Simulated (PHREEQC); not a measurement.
Dissolve 50 mmol/kgw HF, 150 mmol/kgw CsF and 79 mmol/kgw H2SO4 at 25 °C. Closed to the air; pH follows from the charge balance.

All values are PHREEQC results (ion-association model, wateq4f.dat), not measurements.

Q: The ionic strength comes out as 0.221 mol/kgw. What activity coefficients do F-, HSO4-, HF2-, SO4-2, H+ get?

A: F- 0.70, HSO4- 0.72, HF2- 0.70, SO4-2 0.28, H+ 0.79.

This is a speciation only: nothing precipitates in the calculation. wateq4f.dat counts part of the HF as a dimer, H2F2, which phreeqc.dat doesn't know; its constant is uncertain.
